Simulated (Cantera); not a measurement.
# AlCl3 + NH3 + H2 + HCl (aluminium nitride and oxide growth)

Feed: 1 mol AlCl3, 17 mol NH3, 2.9 mol H2, 4.9 mol HCl, equilibrated at 12.0 Pa.

These are equilibrium values from Cantera (NASA tables, ideal gas, pure condensed phases), not measurements of a reactor. Candidate condensed phases: Al, AlCl3, AlN, NH4Cl; 20 gas species. The tables' values for AlCl2 are old estimates; treat these amounts as uncertain. Rates play no part.

From 750 K to 2050 K nothing is condensed. The main Al-bearing gas is AlCl3 at 750 K and AlCl at 2050 K.

| T (K) | log p H2 | log p N2 | log p HCl | log p H | log p Cl | log p AlCl3 | log p AlCl |
|---|---|---|---|---|---|---|---|
| 750 | -4.10 | -4.62 | -4.86 | -14.55 | -15.28 | -5.55 | <-15 |
| 850 | -4.10 | -4.62 | -4.86 | -12.74 | -13.50 | -5.55 | -13.40 |
| 950 | -4.10 | -4.62 | -4.86 | -11.30 | -12.09 | -5.55 | -11.19 |
| 1050 | -4.10 | -4.62 | -4.86 | -10.14 | -10.94 | -5.55 | -9.41 |
| 1150 | -4.10 | -4.62 | -4.86 | -9.18 | -9.99 | -5.56 | -7.95 |
| 1250 | -4.10 | -4.62 | -4.85 | -8.37 | -9.18 | -5.60 | -6.79 |
| 1350 | -4.11 | -4.63 | -4.80 | -7.68 | -8.45 | -5.80 | -6.05 |
| 1450 | -4.12 | -4.63 | -4.75 | -7.08 | -7.81 | -6.27 | -5.72 |
| 1550 | -4.12 | -4.63 | -4.74 | -6.56 | -7.27 | -6.90 | -5.62 |
| 1650 | -4.13 | -4.63 | -4.73 | -6.11 | -6.82 | -7.54 | -5.59 |
| 1750 | -4.13 | -4.64 | -4.74 | -5.70 | -6.42 | -8.14 | -5.58 |
| 1850 | -4.15 | -4.64 | -4.75 | -5.34 | -6.07 | -8.70 | -5.58 |
| 1950 | -4.17 | -4.65 | -4.79 | -5.03 | -5.77 | -9.23 | -5.59 |
| 2050 | -4.21 | -4.67 | -4.85 | -4.75 | -5.51 | -9.76 | -5.62 |
log p: log10 of the partial pressure in bar; nothing condenses.
